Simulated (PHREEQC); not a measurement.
Dissolve 0.0015 mol/kgw HF and 0.13 mol/kgw NH4F at 25 °C. Closed to the air; pH follows from the charge balance.

Computed with PHREEQC (ion-association model, wateq4f.dat).

This is a speciation only: nothing precipitates in the calculation.

### Question
What pH does the model give?

### Answer
pH 5.15.
